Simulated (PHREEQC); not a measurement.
Solution (25 °C): 0.18 mol HF, 0.25 mol NH4F and 0.00016 mol H2SiF6 per kg of water. Closed to the air; pH follows from the charge balance.

Equilibrium calculation in PHREEQC: ion-association model, phreeqc.dat.

Task: The ionic strength comes out as 0.251 mol/kgw. What activity coefficients do SiF6-2, NH4+, H+, F-, HF2- get?

Result: SiF6-2 0.27, NH4+ 0.66, H+ 0.79, F- 0.69, HF2- 0.74.

This is a speciation only: nothing precipitates in the calculation. Complexes and solids missing from the database can't appear. SiF6-2 is the database's only silicon fluoride.
